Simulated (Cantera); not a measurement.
## Gas-phase reforming

An isothermal, constant-pressure homogeneous reactor starts with CH4 : CO2 : H2 = 1 : 0.36 : 0.23 (molar parts), at 2198 K and 19000 Pa.

Model: GRI-Mech 3.0 (53 species, 325 reactions), integrated in Cantera. GRI-Mech 3.0 stops at C3 and has no aromatics, soot or wall deposition, so with more carbon than oxygen in the feed, carbon stays in small species such as C2H2 where larger ones or solid carbon would form.

```json
[
 {"t (s)": "8.00e-6", "x CH4": "0.611", "x CO2": "0.225", "x H2": "0.151", "x HO2": "9.44e-12", "x OH": "3.19e-6"},
 {"t (s)": "4.92e-5", "x CH4": "0.407", "x CO2": "0.197", "x H2": "0.281", "x HO2": "2.44e-11", "x OH": "2.52e-5"},
 {"t (s)": "0.000302", "x CH4": "0.0665", "x CO2": "0.0835", "x H2": "0.545", "x HO2": "6.99e-11", "x OH": "8.87e-5"},
 {"t (s)": "0.00186", "x CH4": "0.00864", "x CO2": "0.00560", "x H2": "0.559", "x HO2": "4.73e-11", "x OH": "0.000155"},
 {"t (s)": "0.0114", "x CH4": "0.00311", "x CO2": "0.00101", "x H2": "0.625", "x HO2": "1.43e-12", "x OH": "2.77e-5"},
 {"t (s)": "0.0701", "x CH4": "0.000182", "x CO2": "5.14e-8", "x H2": "0.639", "x HO2": "<1e-12", "x OH": "1.55e-9"},
 {"t (s)": "0.431", "x CH4": "0.000166", "x CO2": "1.47e-8", "x H2": "0.639", "x HO2": "<1e-12", "x OH": "4.57e-10"},
 {"t (s)": "2.65", "x CH4": "0.000166", "x CO2": "1.47e-8", "x H2": "0.639", "x HO2": "<1e-12", "x OH": "4.57e-10"},
 {"t (s)": "16.3", "x CH4": "0.000166", "x CO2": "1.47e-8", "x H2": "0.639", "x HO2": "<1e-12", "x OH": "4.57e-10"},
 {"t (s)": "100", "x CH4": "0.000166", "x CO2": "1.47e-8", "x H2": "0.639", "x HO2": "<1e-12", "x OH": "4.57e-10"}
]
```
x: mole fraction; the columns are a selection and need not sum to one.

Equilibrium at this temperature and pressure: CH4 0.000166, CO2 1.48e-8, H2 0.639, HO2 <1e-12, OH 4.58e-10 (gas phase only).
